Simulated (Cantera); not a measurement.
# Equilibrium for silicon etching in halogen gases: Si + HCl

A closed system holds: 1 mol Si, 17 mol HCl, held at 2.70 mbar.

Cantera equilibrium calculation (NASA polynomials, part measured and part estimated; ideal gas, pure solids and liquids). Candidate condensed phases: Si; 19 gas species. The tables' values for SiCl3 are old estimates; treat these amounts as uncertain. Kinetics and transport are ignored.

From 1175 K to 1475 K nothing is condensed. The main Si-bearing gas is SiCl4 at 1175 K and SiCl2 at 1475 K.

```json
[
 {"T (K)": "1175", "x HCl": "0.814", "x H2": "0.124", "x SiCl4": "0.0605", "x SiCl2": "0.000314", "x SiCl3": "0.00139", "x Cl": "4.77e-6", "x SiHCl3": "0.000217", "x H": "8.30e-7"},
 {"T (K)": "1200", "x HCl": "0.815", "x H2": "0.123", "x SiCl4": "0.0596", "x SiCl2": "0.000576", "x SiCl3": "0.00198", "x Cl": "7.65e-6", "x SiHCl3": "0.000245", "x H": "1.33e-6"},
 {"T (K)": "1225", "x HCl": "0.816", "x H2": "0.122", "x SiCl4": "0.0583", "x SiCl2": "0.00102", "x SiCl3": "0.00274", "x Cl": "1.21e-5", "x SiHCl3": "0.000272", "x H": "2.10e-6"},
 {"T (K)": "1250", "x HCl": "0.817", "x H2": "0.121", "x SiCl4": "0.0565", "x SiCl2": "0.00174", "x SiCl3": "0.00371", "x Cl": "1.87e-5", "x SiHCl3": "0.000297", "x H": "3.23e-6"},
 {"T (K)": "1275", "x HCl": "0.819", "x H2": "0.119", "x SiCl4": "0.0541", "x SiCl2": "0.00285", "x SiCl3": "0.00487", "x Cl": "2.86e-5", "x SiHCl3": "0.000317", "x H": "4.89e-6"},
 {"T (K)": "1300", "x HCl": "0.822", "x H2": "0.116", "x SiCl4": "0.0511", "x SiCl2": "0.00445", "x SiCl3": "0.00619", "x Cl": "4.33e-5", "x SiHCl3": "0.000329", "x H": "7.26e-6"},
 {"T (K)": "1325", "x HCl": "0.825", "x H2": "0.113", "x SiCl4": "0.0473", "x SiCl2": "0.00664", "x SiCl3": "0.00760", "x Cl": "6.48e-5", "x SiHCl3": "0.000331", "x H": "1.06e-5"},
 {"T (K)": "1350", "x HCl": "0.829", "x H2": "0.109", "x SiCl4": "0.0429", "x SiCl2": "0.00943", "x SiCl3": "0.00900", "x Cl": "9.60e-5", "x SiHCl3": "0.000323", "x H": "1.51e-5"},
 {"T (K)": "1375", "x HCl": "0.834", "x H2": "0.105", "x SiCl4": "0.0380", "x SiCl2": "0.0128", "x SiCl3": "0.0103", "x Cl": "0.000141", "x SiHCl3": "0.000304", "x H": "2.13e-5"},
 {"T (K)": "1400", "x HCl": "0.839", "x H2": "0.0998", "x SiCl4": "0.0330", "x SiCl2": "0.0165", "x SiCl3": "0.0113", "x Cl": "0.000205", "x SiHCl3": "0.000278", "x H": "2.96e-5"},
 {"T (K)": "1425", "x HCl": "0.844", "x H2": "0.0950", "x SiCl4": "0.0280", "x SiCl2": "0.0205", "x SiCl3": "0.0121", "x Cl": "0.000294", "x SiHCl3": "0.000247", "x H": "4.05e-5"},
 {"T (K)": "1450", "x HCl": "0.849", "x H2": "0.0903", "x SiCl4": "0.0233", "x SiCl2": "0.0245", "x SiCl3": "0.0125", "x Cl": "0.000419", "x SiHCl3": "0.000214", "x H": "5.47e-5"},
 {"T (K)": "1475", "x HCl": "0.853", "x H2": "0.0859", "x SiCl4": "0.0191", "x SiCl2": "0.0284", "x SiCl3": "0.0126", "x Cl": "0.000589", "x SiHCl3": "0.000182", "x H": "7.32e-5"}
]
```
x: gas mole fraction; nothing condenses.
